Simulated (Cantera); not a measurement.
Charge: 1 mol CuO, 1.1 mol CO, 0.4 mol C, equilibrated at 1998 K and 430 Pa.

Cantera equilibrium calculation (NASA polynomials, part measured and part estimated; ideal gas, pure solids and liquids). Candidate condensed phases: C, Cu, CuO, Cu2O; 15 gas species. Kinetics and transport are ignored.

Task: What is the equilibrium state?

Result: 
| Item | Result |
|---|---|
| x(Cu) | 0.399 |
| x(CO) | 0.361 |
| x(CO2) | 0.240 |
| x(Cu2) | 0.000664 |
| x(O2) | 0.000174 |
| x(O) | 0.000132 |
| x(CuO) | 3.69e-5 |
| gas amount | 2.499 mol |
| log10 activity of Cu(l) (absent) | -0.39 |
| log10 activity of C(graphite) (absent) | -7.22 |
